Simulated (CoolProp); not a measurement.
Properties of n-dodecane along the isobar 0.101 MPa (Tc = 658.1 K, pc = 1.818 MPa, ω = 0.574).

Model: reference Helmholtz-energy equation of state, Lemmon 2004, in CoolProp. It is a short technical equation, of lower accuracy than the large ones.

```tsv
T (K)	phase	isothermal compressibility (1/MPa)	fugacity coefficient
338.4	liquid	0.001314	0.003134
364	liquid	0.001582	0.01290
389.6	liquid	0.001923	0.04197
415.2	liquid	0.002369	0.1132
440.8	liquid	0.002968	0.2624
466.4	liquid	0.003803	0.5368
492	gas	10.70	0.9339
517.6	gas	10.53	0.9453
543.2	gas	10.41	0.9543
568.8	gas	10.32	0.9615
594.4	gas	10.25	0.9672
620	gas	10.20	0.9720
```
